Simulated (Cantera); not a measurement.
Input: 1 mol CO, 0.85 mol CO2, 2 mol H2, held at 101000 Pa.

Method: chemical equilibrium by Gibbs-energy minimisation in Cantera with the NASA 1993 tables (ideal gas, pure condensed phases). Candidate condensed phases: C, C6H6, C7H8, C8H18, H2O; 110 gas species. Kinetics and transport are ignored.

x: gas mole fraction; nothing condenses.

```
T (K)   x CO   x H2  x H2O      x H   x CO2      x OH
-----  -----  -----  -----  -------  ------  --------
2223   0.437  0.339  0.177  0.00371  0.0427  0.000280
2298   0.438  0.337  0.178      [?]  0.0414       [?]
2373   0.438  0.334  0.179  0.00802  0.0402  0.000762
2448   0.438  0.331  0.179   0.0114  0.0392   0.00120
2523   0.438  0.327  0.179      [?]  0.0382       [?]
2598   0.437  0.323  0.178   0.0215  0.0373   0.00273
2673   0.436  0.318  0.176   0.0287  0.0363   0.00397
2748   0.434  0.312  0.174   0.0377  0.0354   0.00564
2823   0.432  0.305  0.171   0.0487  0.0345   0.00782
2898   0.429  0.297  0.166   0.0618  0.0334    0.0106
```

Task: Fill in the missing entries.

Result: 
- 2298, x H: 0.00552
- 2298, x OH: 0.000470
- 2523, x H: 0.0158
- 2523, x OH: 0.00183
